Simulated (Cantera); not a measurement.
A perfectly stirred reactor is fed with CH3OH : O2 : N2 = 1 : 1.6 : 6 (molar parts), at 1350 Torr; it is adiabatic with a 700 K inlet, and is followed from long to short residence time, starting on the burning branch (τ in s: 0.021, 0.008, 0.003, 0.0012, 0.00045, 0.00017, 6.6e-05, 2.5e-05, 9.6e-06).

Computed with Cantera and GRI-Mech 3.0 (53 species, 325 reactions). GRI-Mech 3.0 was tuned for natural gas; its chemistry of methanol as a main component is partial and can be far from experiment.

x: mole fraction; the columns are a selection and need not sum to one.

| τ (s) | T (K) | x CH3OH | x O2 | x O | x CH2CO | x N2O | x CH3 |
|---|---|---|---|---|---|---|---|
| 0.021 | 2382 | 1.31e-6 | 0.0167 | (withheld) | 2.08e-10 | 3.04e-7 | 3.09e-7 |
| 0.0080 | 2365 | 3.10e-6 | 0.0182 | (withheld) | 4.96e-10 | 2.99e-7 | 6.18e-7 |
| 0.0030 | 2326 | 6.91e-6 | 0.0203 | (withheld) | 1.15e-9 | 2.88e-7 | 1.10e-6 |
| 0.0012 | 2269 | 1.38e-5 | 0.0231 | (withheld) | 2.70e-9 | 2.68e-7 | 1.96e-6 |
| 0.00045 | 2191 | 2.89e-5 | 0.0266 | (withheld) | 8.32e-9 | 2.42e-7 | 4.48e-6 |
| 0.00017 | 2105 | 6.35e-5 | 0.0305 | (withheld) | 3.17e-8 | 2.19e-7 | 1.18e-5 |
| 6.6e-5 | 2018 | 0.000154 | 0.0355 | (withheld) | 1.46e-7 | 2.00e-7 | 3.17e-5 |
| 2.5e-5 | 1904 | 0.000540 | 0.0464 | (withheld) | 1.14e-6 | 1.68e-7 | 9.55e-5 |
| 9.6e-6 | 700 | 0.116 | 0.186 | <1e-12 | <1e-12 | <1e-12 | <1e-12 |

Question: What belongs in the gaps?

Answer: 
- 0.021, x O: 0.000933
- 0.0080, x O: 0.00114
- 0.0030, x O: 0.00156
- 0.0012, x O: 0.00227
- 0.00045, x O: 0.00334
- 0.00017, x O: 0.00450
- 6.6e-5, x O: 0.00519
- 2.5e-5, x O: 0.00414
